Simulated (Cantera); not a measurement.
# Thermodynamics of boron, boron nitride and boron oxide, feed borazine + O2

A closed system holds: 1 mol borazine, 1.1 mol O2, equilibrated at 1673.15 K and 0.000180 bar.

Cantera equilibrium calculation (NASA polynomials, part measured and part estimated; ideal gas, pure solids and liquids). Candidate condensed phases: B, BN, B2O3, B3O3H3, H2O; 39 gas species. The feed counts by its element totals alone. Rates play no part.

```yaml
x(H2): 0.530
x(N2): 0.198
x(HBO): 0.105
x(B2O2): 0.101
x(B2O3): 0.0301
x(BO): 0.0253
x(H): 0.00619
x(HBO2): 0.00384
x(H2O): 2.78e-5
n(BN(s)): 0.973 mol
gas_amount: 5.107 mol
log10 activity of B(s) (absent): -1.01
log10 activity of B3O3H3(s) (absent): -15.15
```
